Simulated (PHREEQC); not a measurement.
Na2HPO4 is added in steps, without added water, to 1 kg of water holding 0.0023 mol NH4HF2, 0.00055 mol (NH4)2SiF6 and 0.033 mol H2SO4, at 40 °C. O2 is buffered at 0.21 atm. CO2 from the air is kept out. The run lets SiO2(a), Mirabilite precipitate or redissolve, and no other solid.

Base run: PHREEQC, ion-association model, wateq4f.dat. Each further column changes one thing. The table gives SiF6-2 (mol/kgw).

| Na2HPO4 added (mol) | base | all activity coefficients set to 1 | Davies equation for every ion | metal-ligand complexes left out | database phreeqc.dat |
|---|---|---|---|---|---|
| 0 | 0.000246 | 0.000171 | 0.000253 | 0.000246 | 0.000255 |
| 0.006188 | 0.000286 | 0.000214 | (withheld) | 0.000287 | 0.000294 |
| 0.01238 | 0.000329 | 0.000265 | 0.000335 | 0.000331 | 0.000336 |
| 0.02475 | 0.000413 | 0.000368 | 0.000417 | 0.000417 | 0.000418 |
| 0.03094 | 0.000448 | 0.000410 | (withheld) | 0.000452 | 0.000452 |
| 0.03712 | 0.000476 | 0.000443 | 0.000478 | 0.000479 | 0.000479 |
| 0.04331 | 0.000495 | 0.000468 | 0.000497 | 0.000498 | 0.000497 |
| 0.05569 | 0.000507 | 0.000483 | 0.000509 | 0.000510 | 0.000508 |
| 0.06187 | 0.000474 | 0.000442 | 0.000479 | 0.000478 | 0.000475 |
| 0.06806 | 0.000189 | 0.000152 | 0.000196 | 0.000194 | 0.000189 |
| 0.07425 | 2.27e-9 | 2.13e-10 | 2.64e-9 | 2.24e-9 | 1.62e-9 |
| 0.08662 | 8.47e-12 | (withheld) | (withheld) | 8.33e-12 | 5.99e-12 |
| 0.09281 | 2.47e-12 | (withheld) | 2.75e-12 | 2.43e-12 | 1.74e-12 |
| 0.099 | 9.89e-13 | 7.71e-14 | 1.08e-12 | 9.73e-13 | 6.92e-13 |

Question: Fill in the missing entries.

Answer: 
- 0.006188, Davies equation for every ion: 0.000293
- 0.03094, Davies equation for every ion: 0.000451
- 0.08662, all activity coefficients set to 1: 7.08e-13
- 0.08662, Davies equation for every ion: 9.59e-12
- 0.09281, all activity coefficients set to 1: 1.99e-13

H3PO4, which wateq4f.dat lacks, is added to it with the constant of phreeqc.dat. At this temperature some constants are extrapolated from 25 °C, and those without enthalpy data are left unchanged. SiF6-2 is the database's only silicon fluoride. phreeqc.dat and wateq4f.dat share most of their constants, so their agreement is no independent check. Solids allowed in the column 'database phreeqc.dat': Chalcedony.
